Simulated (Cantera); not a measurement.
**Stirred combustor or abatement burner**

A perfectly stirred reactor is fed with CH₄ : H₂ : O₂ : N₂ = 1 : 0.31 : 3.72 : 14 (molar parts), equivalence ratio 0.58, at 2.40 bar; it is adiabatic with a 475 K inlet, and is followed from long to short residence time, starting on the burning branch (τ in s: 0.4, 0.12, 0.038, 0.012, 0.0037, 0.0012, 0.00036, 0.00011, 3.5e-05, 1.1e-05, 3.3e-06).

Cantera simulation using GRI-Mech 3.0 (53 species, 325 reactions); the numbers are that mechanism's predictions, not measurements.

```csv
τ (s),T (K),x CH₄,x H₂,x O₂,x H₂O₂,x H₂O,x C₂H₂,x O
0.40,1780,2.64e-6,2.16e-5,0.0828,5.82e-8,0.122,2.30e-10,2.87e-5
0.12,1778,6.59e-6,3.81e-5,0.0828,8.07e-8,0.122,9.95e-10,4.69e-5
0.038,1775,1.45e-5,7.48e-5,0.0828,1.24e-7,0.122,2.74e-9,8.75e-5
0.012,1770,3.07e-5,0.000155,0.0829,2.00e-7,0.121,5.89e-9,0.000175
0.0037,1758,6.59e-5,0.000330,0.0832,3.25e-7,0.121,1.10e-8,0.000360
0.0012,1736,0.000141,0.000672,0.0840,5.14e-7,0.120,1.87e-8,0.000691
0.00036,1689,0.000351,0.00140,0.0862,8.53e-7,0.118,3.80e-8,0.00123
0.00011,1551,0.00173,0.00357,0.0962,1.77e-6,0.112,2.85e-7,0.00109
3.5e-5,475,0.0525,0.0163,0.195,<1e-12,<1e-12,<1e-12,<1e-12
1.1e-5,475,0.0525,0.0163,0.195,<1e-12,<1e-12,<1e-12,<1e-12
3.3e-6,475,0.0525,0.0163,0.195,<1e-12,<1e-12,<1e-12,<1e-12
```
x: mole fraction; the columns are a selection and need not sum to one.
